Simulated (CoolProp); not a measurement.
CH3F (R41) along the isotherm 425 K: density (kg/m³) from the reference equation and from simpler models built on Tc = 317.3 K, pc = 5.906 MPa, ω = 0.200; each cubic takes its own stable root.

Values from CoolProp's reference Helmholtz-energy equation of state, Lemmon 2006. It is a short technical equation, of lower accuracy than the large ones.

```json
[
 {"p (MPa)": "0.295", "phase": "gas", "reference": "2.862"},
 {"p (MPa)": "0.591", "phase": "gas", "reference": "5.777"},
 {"p (MPa)": "0.886", "phase": "gas", "reference": "8.726"},
 {"p (MPa)": "1.18", "phase": "gas", "reference": "11.71"},
 {"p (MPa)": "1.48", "phase": "gas", "reference": "14.80"},
 {"p (MPa)": "1.77", "phase": "gas", "reference": "17.83"},
 {"p (MPa)": "2.07", "phase": "gas", "reference": "21.02"},
 {"p (MPa)": "2.36", "phase": "gas", "reference": "24.14"},
 {"p (MPa)": "2.66", "phase": "gas", "reference": "27.43"},
 {"p (MPa)": "2.95", "phase": "gas", "reference": "30.65"}
]
```

How far does each simpler model (ideal gas, van der Waals, Redlich-Kwong, Soave-Redlich-Kwong, Peng-Robinson) lie from the reference over these 10 states: mean and median of the absolute difference, and the worst?


- ideal gas: mean 4.0 %, median 4.0 %, worst -7.3 % at 425 K and 2.95 MPa
- van der Waals: mean 0.0 %, median 0.1 %, worst +0.1 % at 425 K and 2.95 MPa
- Redlich-Kwong: mean 0.1 %, median 0.2 %, worst -0.2 % at 425 K and 2.95 MPa
- Soave-Redlich-Kwong: mean 0.8 %, median 0.8 %, worst -1.6 % at 425 K and 2.95 MPa
- Peng-Robinson: mean 0.1 %, median 0.1 %, worst -0.2 % at 425 K and 2.95 MPa
